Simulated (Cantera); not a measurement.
Feed: 1 mol C₂H₄, 0.14 mol H₂O, held at 1.00 bar.

These are equilibrium values from Cantera (NASA tables, ideal gas, pure condensed phases), not measurements of a reactor. Candidate condensed phases: C, C₆H₆, C₇H₈, C₈H₁₈, H₂O; 110 gas species. Kinetics and transport are ignored.

Question: At 577 °C, list the 5 most abundant gas species with their mole fractions, and the condensed phases.

Answer: H₂ 0.655, CH₄ 0.267, H₂O 0.0610, CO 0.0132, CO₂ 0.00376. Condensed: C(graphite).
